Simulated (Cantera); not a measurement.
**Silicon carbide growth: SiH2Cl2 + CH4 + H2**

Feed: 1 mol SiH2Cl2, 0.041 mol CH4, 49 mol H2, at 2448.15 K and 0.0470 bar.

These are equilibrium values from Cantera (NASA tables, ideal gas, pure condensed phases), not measurements of a reactor. Candidate condensed phases: C, C6H6, C7H8, C8H18, Si, SiC; 109 gas species. The tables' values for SiCl are old estimates; treat these amounts as uncertain. Gases not in the tables: Si2H6 and higher silanes. The numbers say what is thermodynamically allowed, not how fast it happens.

```json
{
 "x(H2)": "0.861",
 "x(H)": "0.0853",
 "x(HCl)": "0.0330",
 "x(Si)": "0.0154",
 "x(Cl)": "0.00232",
 "x(SiH)": "0.000890",
 "x(SiCl)": "0.000603",
 "x(SiCl2)": "0.000441",
 "x(Si2C)": "0.000298",
 "gas_amount": "54.37 mol",
 "log10 activity of Si(l) (absent)": "-0.64",
 "log10 activity of C(graphite) (absent)": "-0.84"
}
```
